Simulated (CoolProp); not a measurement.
Vapour-liquid equilibrium of CH2F2 (R32) (1) + R236FA (2) at 233.2 K; x and y are mole fractions of (1).

Values from CoolProp's multi-fluid Helmholtz-energy mixture model, Tillner-Roth 1997 and Pan 2012; pair parameters Bell 2016.

Problem. Give the bubble pressure and the first vapour's composition at x = 0.35, 0.425, 0.8. Is there an azeotrope?

Solution. x = 0.35: 0.07559 MPa, y = 0.867; x = 0.425: 0.08800 MPa, y = 0.897; x = 0.8: 0.1459 MPa, y = 0.975. No azeotrope shows between x = 0.05 and 0.95.

The pair parameters rest on a limited set of measurements; away from them the model extrapolates.
